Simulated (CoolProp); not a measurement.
The numbers come from the reference Helmholtz-energy equation of state, McLinden 2015 in CoolProp.

### Question
Give the vapour pressure (MPa), liquid density (kg/m³), vapour density (kg/m³), enthalpy of vaporisation (kJ/kg) of saturated the fluoroketone C6F12O (FK-5-1-12) at 353.7, 367.4, 369.4 K.

### Answer
| T (K) | p (MPa) | liquid density (kg/m³) | vapour density (kg/m³) | enthalpy of vaporisation (kJ/kg) |
|---|---|---|---|---|
| 353.7 | 0.269 | 1420 | 33.2 | 77.8 |
| 367.4 | 0.387 | 1360 | 48.1 | 72.7 |
| 369.4 | 0.407 | 1350 | 50.7 | 71.9 |
